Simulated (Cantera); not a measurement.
A closed system holds: 1 mol C2H4, 0.08 mol NH3, 1.2 mol H2, held at 2323.15 K and 15.0 mbar.

Equilibrium computed with Cantera from the NASA thermochemical tables; the gas is ideal and each condensed phase is pure. Candidate condensed phases: C, C6H6, C7H8, C8H18; 92 gas species. Equilibrium is a limit: real reactors are often held back by kinetics, nucleation or transport.

Base state: H2 0.898, H 0.0843, N2 0.00921, C2H2 (acetylene) 0.00435, HCN 0.00400, HNC 0.000376, C2H 1.96e-5, CN 1.66e-5 (mole fractions); condensed: C(graphite).

**Question.** What changes in the equilibrium state with this change: temperature from 2323.15 K to 2598.15 K?

**Answer.** 
```
species            before     after
----------------  -------  --------
H2                  0.898     0.712
H                  0.0843     0.262
C2H2 (acetylene)  0.00435    0.0115
C2                1.52e-7   1.35e-5
C3                1.70e-6  0.000144
C                 8.10e-7   4.06e-5
C(graphite), mol     1.95      1.88
```

**Question.** What changes in the equilibrium state with this change: NH3 from 0.08 to 0.52 mol?

**Answer.** 
```json
[
 {"species": "H2", "before": "0.898", "after": "0.850"},
 {"species": "H", "before": "0.0843", "after": "0.0820"},
 {"species": "N2", "before": "0.00921", "after": "0.0536"},
 {"species": "HCN", "before": "0.00400", "after": "0.00939"},
 {"species": "CN", "before": "1.66e-5", "after": "4.01e-5"},
 {"species": "HNC", "before": "0.000376", "after": "0.000883"},
 {"species": "C2H2 (acetylene)", "before": "0.00435", "after": "0.00412"},
 {"species": "C2H", "before": "1.96e-5", "after": "1.90e-5"},
 {"species": "C(graphite), mol", "before": "1.95", "after": "1.92"}
]
```
